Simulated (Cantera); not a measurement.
An adiabatic, constant-volume homogeneous reactor starts with CO : H2 : O2 : N2 : H2O = 1 : 0.11 : 0.638 : 2.4 : 0.37 (molar parts), equivalence ratio 0.87, at 1473 K and 16.8 atm. Integrator tolerance rtol = 1e-08.

Cantera simulation using GRI-Mech 3.0 (53 species, 325 reactions); the numbers are that mechanism's predictions, not measurements. The hydrogen kinetics of GRI-Mech 3.0 are dated; newer H2 mechanisms differ, most at raised pressure. The pressure lies above the range GRI-Mech 3.0 was tuned for (to about 10 atm). Above 3000 K some thermodynamic fits are extrapolated.

What does this change do: H2 0.11 to 0.3 parts?


| quantity | before | after |
|---|---|---|
| time of steepest temperature rise | 5.53 µs | 2.95 µs |
| temperature at 0.700 s | 2984 K | 3046 K |
| equilibrium temperature | 2984 K | 3046 K |
| x(CO) at 0.700 s | 0.0553 (gas-phase equilibrium 0.0553) | 0.0721 (gas-phase equilibrium 0.0721) |
| x(H2) at 0.700 s | 0.00418 (gas-phase equilibrium 0.00418) | 0.00823 (gas-phase equilibrium 0.00823) |
| x(O2) at 0.700 s | 0.0365 (gas-phase equilibrium 0.0365) | 0.0247 (gas-phase equilibrium 0.0247) |
| x(H) at 0.700 s | 0.00175 (gas-phase equilibrium 0.00175) | 0.00294 (gas-phase equilibrium 0.00294) |
| x(NO) at 0.700 s | 0.0167 (gas-phase equilibrium 0.0167) | 0.0146 (gas-phase equilibrium 0.0146) |
| x(H2O2) at 0.700 s | 1.89e-6 (gas-phase equilibrium 1.89e-6) | 2.28e-6 (gas-phase equilibrium 2.28e-6) |

What does this change do: constant pressure in place of constant volume?


```csv
quantity,before,after
time of steepest temperature rise,5.53 µs,6.17 µs
temperature at 0.700 s,2984 K,2826 K
equilibrium temperature,2984 K,2826 K
x(CO) at 0.700 s,0.0553 (gas-phase equilibrium 0.0553),0.0448 (gas-phase equilibrium 0.0448)
x(H2) at 0.700 s,0.00418 (gas-phase equilibrium 0.00418),0.00343 (gas-phase equilibrium 0.00343)
x(O2) at 0.700 s,0.0365 (gas-phase equilibrium 0.0365),0.0339 (gas-phase equilibrium 0.0339)
x(H) at 0.700 s,0.00175 (gas-phase equilibrium 0.00175),0.00128 (gas-phase equilibrium 0.00128)
x(NO) at 0.700 s,0.0167 (gas-phase equilibrium 0.0167),0.0132 (gas-phase equilibrium 0.0132)
x(H2O2) at 0.700 s,1.89e-6 (gas-phase equilibrium 1.89e-6),1.07e-6 (gas-phase equilibrium 1.07e-6)
```

What does this change do: H2 0.11 to 0.067 parts?


| quantity | before | after |
|---|---|---|
| time of steepest temperature rise | 5.53 µs | 6.90 µs |
| temperature at 0.700 s | 2984 K | 2968 K |
| equilibrium temperature | 2984 K | 2968 K |
| x(CO) at 0.700 s | 0.0553 (gas-phase equilibrium 0.0553) | 0.0515 (gas-phase equilibrium 0.0515) |
| x(H2) at 0.700 s | 0.00418 (gas-phase equilibrium 0.00418) | 0.00349 (gas-phase equilibrium 0.00349) |
| x(O2) at 0.700 s | 0.0365 (gas-phase equilibrium 0.0365) | 0.0397 (gas-phase equilibrium 0.0397) |
| x(H) at 0.700 s | 0.00175 (gas-phase equilibrium 0.00175) | 0.00152 (gas-phase equilibrium 0.00152) |
| x(NO) at 0.700 s | 0.0167 (gas-phase equilibrium 0.0167) | 0.0172 (gas-phase equilibrium 0.0172) |
| x(H2O2) at 0.700 s | 1.89e-6 (gas-phase equilibrium 1.89e-6) | 1.76e-6 (gas-phase equilibrium 1.76e-6) |
